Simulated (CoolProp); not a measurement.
Vapour-liquid equilibrium of R22 (1) + R142b (2) at 241 K; x and y are mole fractions of (1).

The numbers come from the multi-fluid Helmholtz-energy mixture model, Kamei 1995 and Lemmon 2006; pair parameters Bell 2016 in CoolProp.

```csv
x,bubble pressure (kPa),y at the bubble point,dew pressure at overall composition x (kPa),liquid density (mol/L)
0.05,41.32,0.172,37.30,12.52
0.125,49.22,0.356,39.67,12.75
0.2,56.97,0.488,42.35,12.98
0.275,64.69,0.589,45.40,13.23
0.35,72.51,0.670,48.91,13.48
0.425,80.51,0.736,52.99,13.74
0.5,88.76,0.792,57.79,14.00
0.575,97.28,0.839,63.50,14.28
0.65,106.1,0.879,70.44,14.56
0.725,115.2,0.914,79.06,14.86
0.8,124.5,0.943,90.12,15.16
0.875,133.9,0.968,105.0,15.47
0.95,143.3,0.988,126.9,15.79
```

No azeotrope shows between x = 0.05 and 0.95.

The pair parameters rest on a limited set of measurements; away from them the model extrapolates.
